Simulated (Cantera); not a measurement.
## Equilibrium for iron carbonyl, mercury and lead vapours: PbO + H₂

Feed: 1 mol PbO, a varied amount of H₂, held at 775 K and 480 Torr.

These are equilibrium values from Cantera (NASA tables, ideal gas, pure condensed phases), not measurements of a reactor. Candidate condensed phases: H₂O, Pb, PbO, PbO₂, Pb₃O₄; 12 gas species. Rates play no part.

From 0.2 mol H₂ to 0.91 mol H₂ the condensed part is Pb(l) + PbO(yellow). From 1.6 mol H₂ to 5.2 mol H₂ the condensed part is Pb(l). The main Pb-bearing gas is Pb throughout.

```json
[
 {"n(H₂) (mol)": "0.2", "log p H₂O": "-0.19", "log p H₂": "-4.45", "log p Pb": "-7.60", "n Pb(l)": "0.200", "n PbO(yellow)": "0.800"},
 {"n(H₂) (mol)": "0.91", "log p H₂O": "-0.19", "log p H₂": "-4.45", "log p Pb": "-7.60", "n Pb(l)": "0.910", "n PbO(yellow)": "0.0901"},
 {"n(H₂) (mol)": "1.6", "log p H₂O": "-0.40", "log p H₂": "-0.62", "log p Pb": "-7.60", "n Pb(l)": "1.00", "n PbO(yellow)": "0"},
 {"n(H₂) (mol)": "2.3", "log p H₂O": "-0.56", "log p H₂": "-0.44", "log p Pb": "-7.60", "n Pb(l)": "1.00", "n PbO(yellow)": "0"},
 {"n(H₂) (mol)": "3", "log p H₂O": "-0.67", "log p H₂": "-0.37", "log p Pb": "-7.60", "n Pb(l)": "1.00", "n PbO(yellow)": "0"},
 {"n(H₂) (mol)": "3.8", "log p H₂O": "-0.77", "log p H₂": "-0.33", "log p Pb": "-7.60", "n Pb(l)": "1.00", "n PbO(yellow)": "0"},
 {"n(H₂) (mol)": "4.5", "log p H₂O": "-0.85", "log p H₂": "-0.30", "log p Pb": "-7.60", "n Pb(l)": "1.00", "n PbO(yellow)": "0"},
 {"n(H₂) (mol)": "5.2", "log p H₂O": "-0.91", "log p H₂": "-0.29", "log p Pb": "-7.60", "n Pb(l)": "1.00", "n PbO(yellow)": "0"}
]
```
log p: log10 of the partial pressure in bar; n: condensed amount in mol.
